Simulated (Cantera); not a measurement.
Catalytic stagnation flow on Pt

A jet of 3.43 % H2, 11.8 % O2, 84.8 % N2 at 300 K and 0.0570 bar hits a platinum plate 4.3 cm away at a mass flux of 0.021 kg/m²/s; the plate temperature is set and raised in steps from an oxygen-covered start.

Model: Deutschmann's 1995 Pt surface mechanism with GRI-Mech 3.0 gas chemistry, integrated in Cantera. Catalytic surfaces can have several steady states; this one follows from the mechanism file's or the stated starting coverage.

```csv
plate T (K),wall x H2,wall x O2,wall x H2O,wall x OH,θ free Pt,θ O*,θ OH*
700,0.00298,0.0850,0.0595,<1e-8,0.0706,0.926,0.00294
750,0.00251,0.0846,0.0600,<1e-8,0.0884,0.909,0.00237
800,0.00189,0.0841,0.0609,<1e-8,0.125,0.873,0.00209
850,0.00139,0.0837,0.0615,1.93e-8,0.178,0.821,0.00189
900,0.00108,0.0835,0.0617,5.94e-8,0.240,0.758,0.00169
950,0.000879,0.0834,0.0619,1.64e-7,0.308,0.691,0.00149
1000,0.000744,0.0833,0.0619,4.08e-7,0.377,0.622,0.00130
```
x: mole fraction at the wall; θ: surface coverage.
